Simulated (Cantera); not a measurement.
Source: NASA polynomial tables (part measured, part estimated), evaluated in Cantera. Values are per mole of reaction as written; species without (g) are pure solids or liquids, kept so even where they would boil at 1 bar.

H₂(g) + 2 SiH₃Cl(g) = 2 SiH₃(g) + 2 HCl(g)

```tsv
T (K)	ΔH° (kJ)	ΔS° (J/K)	ΔG° (kJ)	log10 K
1623	506.2	162.2	242.9	-7.82
1723	505.2	161.6	226.7	-6.87
1823	___	___	___	___
1923	___	___	___	___
2023	502.1	159.9	178.5	-4.61
2123	501.0	159.4	162.5	-4.00
2223	499.9	158.9	146.6	-3.44
```

Q: What belongs in the gaps?

A: 
- 1823, ΔH° (kJ): 504.1
- 1823, ΔS° (J/K): 161.0
- 1823, ΔG° (kJ): 210.6
- 1823, log10 K: -6.03
- 1923, ΔH° (kJ): 503.1
- 1923, ΔS° (J/K): 160.5
- 1923, ΔG° (kJ): 194.5
- 1923, log10 K: -5.28
